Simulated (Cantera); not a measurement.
Input: 1 mol HMDSO, 0.17 mol NO, 4.7 mol N2, equilibrated at 0.0405 Torr.

Method: chemical equilibrium by Gibbs-energy minimisation in Cantera with the NASA 1993 tables (ideal gas, pure condensed phases). Candidate condensed phases: C, C6H6, C7H8, C8H18, H2O, Si, SiC, SiO2, Si2N2O, Si3N4; 151 gas species. The feed counts by its element totals alone. The numbers say what is thermodynamically allowed, not how fast it happens.

Over these rows the condensed part is C(graphite) + Si2N2O(s). Partial pressures as log10 of bar:

```json
[
 {"T (K)": "923", "1000/T (1/K)": "1.0834", "log p HCN": "-10.48", "log p H2": "-4.43", "log p N2": "-4.80", "log p CO": "-6.15"},
 {"T (K)": "973", "1000/T (1/K)": "1.0277", "log p HCN": "?", "log p H2": "-4.43", "log p N2": "-4.80", "log p CO": "-6.15"},
 {"T (K)": "1023", "1000/T (1/K)": "0.9775", "log p HCN": "-9.74", "log p H2": "-4.43", "log p N2": "-4.80", "log p CO": "-6.15"},
 {"T (K)": "1073", "1000/T (1/K)": "0.9320", "log p HCN": "-9.43", "log p H2": "-4.43", "log p N2": "-4.80", "log p CO": "-6.15"},
 {"T (K)": "1123", "1000/T (1/K)": "0.8905", "log p HCN": "-9.14", "log p H2": "-4.43", "log p N2": "-4.80", "log p CO": "-6.15"},
 {"T (K)": "1173", "1000/T (1/K)": "0.8525", "log p HCN": "-8.87", "log p H2": "-4.43", "log p N2": "-4.80", "log p CO": "-6.15"}
]
```

### Question
Fit log p(HCN) = a + b·(1000/T) to the five rows, give the apparent enthalpy, and predict the row at 973 K.

### Answer
Means: 1000/T = 0.9472, log p = -9.532. Sxy = -0.221888, Sxx = 0.0318825, so b = -6.96 and a = -9.532 − (-6.96)×0.9472 = -2.94.
Apparent enthalpy: −19.145 × (-6.96) = 133 kJ/mol. With the condensed phases at unit activity, C(graphite) + 1/2 H2(g) + 1/2 N2(g) = HCN(g) links this pressure to the main gases: over the six rows their terms move log p by +0.00 in all, so the slope is close to that reaction's ΔH°. The five rows lie within 0.01 of the line.
Prediction at 973 K: -2.94 + (-6.96)×1.0277 = -10.09. The computed value is -10.09, 0.00 from the line.
